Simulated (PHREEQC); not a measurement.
A solution holds 0.0018 mol/kgw NH4HF2 and 0.0037 mol/kgw (NH4)2SiF6, at 25 °C. Closed to the air; pH follows from the charge balance.

Equilibrium calculation in PHREEQC: ion-association model, phreeqc.dat.

```json
[
 {"quantity": "pH", "before": "3.29", "after": "3.37"},
 {"quantity": "ionic strength (mol/kgw)", "before": "0.0133", "after": "0.0127"},
 {"quantity": "F- (mol/kgw)", "before": "0.00262", "after": "0.00356"},
 {"quantity": "HF (mol/kgw)", "before": "0.00177", "after": "0.00395"},
 {"quantity": "HF2- (mol/kgw)", "before": "1.79e-5", "after": "6.18e-5"},
 {"quantity": "NH3 (mol/kgw)", "before": "9.06e-9", "after": "9.66e-8"}
]
```

Question: Name the change that produced these shifts.
(A) temperature from 25 to 60 °C
(B) NH4HF2 from 0.0018 to 0.009 mol/kgw
(C) NH4HF2 from 0.0018 to 0.0009 mol/kgw
(D) 0.00013 mol/kgw HF added
(E) diluted 100-fold with water

Answer: A, temperature from 25 to 60 °C

This is a speciation only: nothing precipitates in the calculation. Some of these states are supersaturated (in Quartz (slow to form), for instance). Away from 25 °C the constants follow the database's enthalpies or fits; those with neither stay at their 25 °C values. SiF6-2 is the database's only silicon fluoride.
